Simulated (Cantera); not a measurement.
Input: 1 mol AlN, 200 mol H2, at 798.15 K and 0.100 bar.

Equilibrium computed with Cantera from the NASA thermochemical tables; the gas is ideal and each condensed phase is pure. Candidate condensed phases: Al, AlN; 13 gas species. The numbers say what is thermodynamically allowed, not how fast it happens.

**Question.** What is the equilibrium state?

**Answer.** 
```json
{
  "x(H2)": "1.00",
  "n(AlN(s))": "1.00 mol",
  "gas_amount": "200.0 mol",
  "log10 activity of Al(s) (absent)": "-2.93"
}
```
